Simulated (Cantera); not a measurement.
A closed system holds: 1 mol PbO, 0.055 mol O2, 95 mol H2, equilibrated at 10.0 mbar.

Cantera equilibrium calculation (NASA polynomials, part measured and part estimated; ideal gas, pure solids and liquids). Candidate condensed phases: H2O, Pb, PbO, PbO2, Pb3O4; 12 gas species. The numbers say what is thermodynamically allowed, not how fast it happens.

x: gas mole fraction; n: condensed amount in mol.

```csv
T (°C),x H2,x H2O,x Pb,x H,x Pb2,n Pb(s),n Pb(l)
227,0.988,0.0117,<1e-12,<1e-12,<1e-12,1.00,0
327,0.988,0.0117,5.16e-10,<1e-12,<1e-12,1.00,0
427,0.988,0.0117,___,<1e-12,<1e-12,0,1.000
527,0.988,0.0117,___,___,<1e-12,0,0.999
627,0.988,0.0117,0.000137,1.16e-9,8.12e-11,0,0.987
727,0.987,0.0117,0.00162,2.25e-8,5.10e-9,0,0.846
827,0.978,0.0116,0.0104,2.56e-7,1.09e-7,0,0
927,0.978,0.0116,0.0104,1.95e-6,6.29e-8,0,0
1027,0.978,0.0116,0.0104,1.09e-5,3.94e-8,0,0
```

Complete the blanks.


- 527, x Pb: 6.14e-6
- 527, x H: 2.88e-11
- 427, x Pb: 1.11e-7
